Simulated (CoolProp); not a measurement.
A Linde-Hampson liquefier for oxygen: isothermal reversible compression at 300 K from 1 atm to 20 MPa, throttling to 1 atm, return gas leaving the recuperator 10 K below the feed. Each further row changes one setting.

Model: reference Helmholtz-energy equation of state, Schmidt 1985, in CoolProp.

```tsv
case	liquid yield per pass	compression work (kJ/kg of gas)
as stated	?	405
high pressure 40 MPa	?	?
warm-end temperature 330 K	?	?
warm-end gap 15 K	?	405
```

Complete the blanks.


- as stated, liquid yield per pass: 0.084
- high pressure 40 MPa, liquid yield per pass: 0.136
- high pressure 40 MPa, compression work (kJ/kg of gas): 458
- warm-end temperature 330 K, liquid yield per pass: 0.060
- warm-end temperature 330 K, compression work (kJ/kg of gas): 449
- warm-end gap 15 K, liquid yield per pass: 0.074

Above 300 K oxygen's equation is extrapolated.
